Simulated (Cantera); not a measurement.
## Moist CO burnout

An isothermal, constant-pressure homogeneous reactor starts with CO : O₂ : H₂O : N₂ = 0.005 : 0.0087 : 0.0069 : 1 (molar parts), equivalence ratio 0.29, at 1198 K and 190000 Pa.

Computed with Cantera and GRI-Mech 3.0 (53 species, 325 reactions).

| t (s) | x CO | x O₂ | x H₂O | x H₂O₂ | x NO₂ |
|---|---|---|---|---|---|
| 0.000400 | 0.00490 | 0.00852 | 0.00676 | <1e-12 | <1e-12 |
| 0.00110 | 0.00490 | 0.00852 | 0.00676 | 4.31e-12 | <1e-12 |
| 0.00301 | 0.00484 | 0.00849 | 0.00675 | 5.10e-8 | <1e-12 |
| 0.00826 | 0.00211 | 0.00713 | 0.00671 | 1.32e-7 | 2.05e-10 |
| 0.0227 | 0.000464 | 0.00632 | 0.00676 | 4.66e-8 | 9.58e-10 |
| 0.0622 | 6.99e-5 | 0.00612 | 0.00677 | 9.29e-9 | 2.60e-9 |
| 0.171 | 7.53e-6 | 0.00609 | 0.00678 | 1.59e-9 | 2.90e-9 |
| 0.469 | 6.21e-7 | 0.00609 | 0.00678 | 2.81e-10 | 1.34e-9 |
| 1.29 | 2.93e-8 | 0.00609 | 0.00678 | 7.90e-11 | 4.89e-10 |
| 3.53 | 1.70e-9 | 0.00609 | 0.00678 | 3.83e-11 | 3.19e-10 |
| 9.68 | 8.40e-10 | 0.00609 | 0.00678 | 1.89e-11 | 2.68e-10 |
| 26.6 | 7.65e-10 | 0.00609 | 0.00678 | 1.72e-11 | 2.65e-10 |
| 72.9 | 7.65e-10 | 0.00609 | 0.00678 | 1.72e-11 | 2.66e-10 |
| 200 | 7.65e-10 | 0.00609 | 0.00678 | 1.72e-11 | 2.66e-10 |
x: mole fraction; the columns are a selection and need not sum to one.

Equilibrium at this temperature and pressure: CO 7.66e-10, O₂ 0.00607, H₂O 0.00678, H₂O₂ 1.71e-11, NO₂ 1.47e-7 (gas phase only).
